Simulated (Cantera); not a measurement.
An isothermal, constant-pressure homogeneous reactor starts with C₂H₆ : H₂ = 1 : 2.1 (molar parts), at 1223 K and 0.340 bar. Integrator tolerance rtol = 1e-08.

Detailed kinetics in Cantera: GRI-Mech 3.0 (53 species, 325 reactions). GRI-Mech 3.0 stops at C3 and has no aromatics, soot or wall deposition, so with more carbon than oxygen in the feed, carbon stays in small species such as C2H2 where larger ones or solid carbon would form.

Task: What does this change do: pressure from 0.340 bar to 20.0 Torr?

Result: 
| quantity | before | after |
|---|---|---|
| x(C₂H₆) at 200 s | 0.000686 (gas-phase equilibrium 0.000492) | 5.08e-5 (gas-phase equilibrium 4.05e-5) |
| x(H₂) at 200 s | 0.479 (gas-phase equilibrium 0.450) | 0.734 (gas-phase equilibrium 0.678) |
| x(CH₂) at 200 s | 4.36e-12 (gas-phase equilibrium 3.03e-12) | 1.45e-11 (gas-phase equilibrium 9.05e-12) |
| x(C₂H₂) at 200 s | 0.0272 (gas-phase equilibrium 0.0215) | 0.148 (gas-phase equilibrium 0.127) |
| x(CH₃) at 200 s | 8.51e-6 (gas-phase equilibrium 7.43e-6) | 7.03e-6 (gas-phase equilibrium 7.62e-6) |
| x(H) at 200 s | 4.65e-7 (gas-phase equilibrium 3.48e-7) | 2.86e-6 (gas-phase equilibrium 1.53e-6) |
| x(C₂H) at 200 s | 5.98e-12 (gas-phase equilibrium 3.76e-12) | 1.31e-10 (gas-phase equilibrium 6.48e-11) |
Radical loss at walls, strong at low pressure, is not modelled.

Task: What does this change do: temperature 1223 to 1575 K?

Result: 
| quantity | before | after |
|---|---|---|
| x(C₂H₆) at 200 s | 0.000686 (gas-phase equilibrium 0.000492) | 8.61e-6 (gas-phase equilibrium 8.61e-6) |
| x(H₂) at 200 s | 0.479 (gas-phase equilibrium 0.450) | 0.776 (gas-phase equilibrium 0.776) |
| x(CH₂) at 200 s | 4.36e-12 (gas-phase equilibrium 3.03e-12) | 4.71e-9 (gas-phase equilibrium 4.71e-9) |
| x(C₂H₂) at 200 s | 0.0272 (gas-phase equilibrium 0.0215) | 0.179 (gas-phase equilibrium 0.179) |
| x(CH₃) at 200 s | 8.51e-6 (gas-phase equilibrium 7.43e-6) | 6.37e-5 (gas-phase equilibrium 6.37e-5) |
| x(H) at 200 s | 4.65e-7 (gas-phase equilibrium 3.48e-7) | 6.32e-5 (gas-phase equilibrium 6.32e-5) |
| x(C₂H) at 200 s | 5.98e-12 (gas-phase equilibrium 3.76e-12) | 4.27e-8 (gas-phase equilibrium 4.27e-8) |
